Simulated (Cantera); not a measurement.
A closed system holds: 1 mol (CH3)2SiCl2, 0.031 mol C2H4, 13 mol H2, equilibrated at 2.80 mbar.

Method: chemical equilibrium by Gibbs-energy minimisation in Cantera with the NASA 1993 tables (ideal gas, pure condensed phases). Candidate condensed phases: C, C6H6, C7H8, C8H18, Si, SiC; 109 gas species. The feed counts by its element totals alone. The tables' values for SiCl are old estimates; treat these amounts as uncertain. Equilibrium is a limit: real reactors are often held back by kinetics, nucleation or transport. All values below are at 1923 K.

Base state: H2 0.868, HCl 0.111, H 0.0166, Cl 0.00160, SiCl2 0.00153, C2H2 (acetylene) 0.000392, Si 0.000247, SiCl 6.83e-5 (mole fractions); condensed: C(graphite) + SiC(s).

Question: What changes in the equilibrium state with this change: pressure from 2.80 mbar to 0.120 bar?

Answer: 
```csv
species,before,after
H2,0.868,0.882
HCl,0.111,0.114
H,0.0166,0.00255
SiCl2,0.00153,0.00157
CH4,1.11e-6,4.90e-5
Si,0.000247,5.76e-6
"C(graphite), mol",1.08,1.08
"SiC(s), mol",0.968,0.972
```
The tables' values for SiCl3, SiCl are old estimates; treat these amounts as uncertain.
